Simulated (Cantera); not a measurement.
A Cantera script and what it prints.

```python
import numpy as np
import cantera as ct

gas_names = [...]  # 92 gases of nasa_gas.yaml made of C, H, N
cond_names = """
    C(gr) C6H6(L) C7H8(L) C8H18(L),n-octa
""".split()


# ... load() reads the species with a 1 bar reference pressure and builds the phases ...
atoms = {
    'C2H2': {'C': 2, 'H': 2},
    'NH3': {'N': 1, 'H': 3},
    'H2': {'H': 2},
}
top_T = {'C(gr)': 4500}  # K; cautious upper limits of use, not melting points


# ... equilibrate(T, P, feed) seeds the gas with the atoms and calls Mixture.equilibrate('TP', solver="vcs", rtol=1e-11, max_steps=5000) ...
results = []
feed = {'C2H2': 1, 'NH3': 0.017, 'H2': 5.9}  # mol
P = 890000  # Pa
for T in [600, 750, 900, 1050, 1200, 1350, 1500, 1650]:
    mix = equilibrate(T, P, feed)
    results.append((T, P, feed, dict(zip(mix.species_names, mix.species_moles))))
    x = sorted(zip(gas.X, gas.species_names), reverse=True)
    print(f"T = {T:g} K  P = {P:g} Pa  gas = {mix.phase_moles(0):.4g} mol")
    print("   x: " + "  ".join(f"{s} {v:.3e}" for v, s in x if v > 0.001))
    print("   condensed (mol): " + ("  ".join(f"{mix.phase(i).name} {mix.phase_moles(i):.4g}"
          for i in range(1, mix.n_phases) if mix.phase_moles(i) > 1e-12) or "none"))
```

It prints:

```
T = 600 K  P = 890000 Pa  gas = 4.92 mol
   x: H2 5.903e-01  CH4 4.065e-01  NH3 2.871e-03
   condensed (mol): none
T = 750 K  P = 890000 Pa  gas = 4.93 mol
   x: H2 5.922e-01  CH4 4.057e-01  N2 1.344e-03
   condensed (mol): none
T = 900 K  P = 890000 Pa  gas = 4.933 mol
   x: H2 5.928e-01  CH4 4.054e-01  N2 1.624e-03
   condensed (mol): none
T = 1050 K  P = 890000 Pa  gas = 5.458 mol
   x: H2 7.282e-01  CH4 2.702e-01  N2 1.511e-03
   condensed (mol): C(gr) 0.5249
T = 1200 K  P = 890000 Pa  gas = 6.242 mol
   x: H2 8.878e-01  CH4 1.108e-01  N2 1.334e-03
   condensed (mol): C(gr) 1.308
T = 1350 K  P = 890000 Pa  gas = 6.625 mol
   x: H2 9.522e-01  CH4 4.651e-02  N2 1.262e-03
   condensed (mol): C(gr) 1.691
T = 1500 K  P = 890000 Pa  gas = 6.786 mol
   x: H2 9.769e-01  CH4 2.183e-02  N2 1.225e-03
   condensed (mol): C(gr) 1.851
T = 1650 K  P = 890000 Pa  gas = 6.855 mol
   x: H2 9.871e-01  CH4 1.152e-02  N2 1.185e-03
   condensed (mol): C(gr) 1.919
```

Cantera equilibrium calculation (NASA polynomials, part measured and part estimated; ideal gas, pure solids and liquids).
